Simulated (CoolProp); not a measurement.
Vapour-liquid equilibrium of R125 (1) + R245fa (2) at 0.163 bar; x and y are mole fractions of (1).

The numbers come from the multi-fluid Helmholtz-energy mixture model, Lemmon 2005 and Akasaka 2015; pair parameters Bell 2016 in CoolProp.

Q: Give the bubble temperature and the first vapour's composition at x = 0.05, 0.425, 0.725. Is there an azeotrope?

A: x = 0.05: 235.3 K, y = 0.604; x = 0.425: 205.5 K, y = 0.974; x = 0.725: 198.3 K, y = 0.993. No azeotrope shows between x = 0.05 and 0.95.

Pair parameters are fitted to limited data, so mixtures are less certain than the pure fluids.
